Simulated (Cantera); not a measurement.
What does this Cantera script print?

```python
import numpy as np
import cantera as ct

gas_names = [...]  # 87 gases of nasa_gas.yaml made of C, H, Si
cond_names = """
    C(gr) C6H6(L) C7H8(L) C8H18(L),n-octa Si(cr) Si(L) SiC(b)
""".split()


# ... load() reads the species with a 1 bar reference pressure and builds the phases ...
atoms = {
    'Si(CH3)4': {'Si': 1, 'C': 4, 'H': 12},
    'CH4': {'C': 1, 'H': 4},
    'H2': {'H': 2},
}
top_T = {'C(gr)': 4500, 'SiC(b)': 3050}  # K; cautious upper limits of use, not melting points


# ... equilibrate(T, P, feed) seeds the gas with the atoms and calls Mixture.equilibrate('TP', solver="vcs", rtol=1e-11, max_steps=5000) ...
results = []
feed = {'Si(CH3)4': 1, 'CH4': 1.6, 'H2': 130}  # mol
T = 2648  # K
for P in [100, 220, 460, 1000, 2200, 4600, 10000, 22000, 46000, 100000]:
    mix = equilibrate(T, P, feed)
    results.append((T, P, feed, dict(zip(mix.species_names, mix.species_moles))))

top = {s: max(r[3][s] / sum(r[3][g] for g in gas_names) for r in results) for s in gas_names}
cols = sorted((s for s in top if top[s] > 0.0001), key=lambda s: -top[s])[:6]
seen = [c for c in cond_names if any(r[3].get(c, 0) > 1e-12 for r in results)]
print("log10 of partial pressures in bar; condensed amounts in mol")
print(f"{'P/Pa':>10s}" + "".join(f"{s[:9]:>10s}" for s in cols + seen))
for T, P, feed, n in results:
    ng = sum(n[g] for g in gas_names)
    print(f"{P:10.4g}" + "".join(f"{np.log10(max(n[s] / ng * P / 1e5, 1e-99)):10.3f}" for s in cols)
          + "".join(f"{n.get(c, 0):10.4g}" for c in seen))
```

Result:

```
log10 of partial pressures in bar; condensed amounts in mol
      P/Pa        H2         H C2H2,acet        Si        C3      SiC2     C(gr)
       100    -3.602    -3.134    -5.383    -5.474    -5.467    -5.958         0
       220    -3.082    -2.874    -4.793    -5.108    -5.361    -5.521    0.1681
       460    -2.640    -2.652    -4.350    -4.752    -5.361    -5.164    0.4306
      1000    -2.211    -2.438    -3.921    -4.384    -5.361    -4.796    0.3582
      2200    -1.804    -2.234    -3.514    -4.020    -5.361    -4.433    0.1998
      4600    -1.442    -2.054    -3.153    -3.690    -5.361    -4.102   0.06112
     1e+04    -1.075    -1.870    -2.789    -3.353    -5.367    -3.769         0
   2.2e+04    -0.712    -1.688    -2.432    -3.025    -5.376    -3.448         0
   4.6e+04    -0.378    -1.522    -2.102    -2.739    -5.382    -3.164         0
     1e+05    -0.031    -1.348    -1.757    -2.462    -5.385    -2.890         0
```

These are equilibrium values from Cantera (NASA tables, ideal gas, pure condensed phases), not measurements of a reactor. Gases not in the tables: Si2H6 and higher silanes.
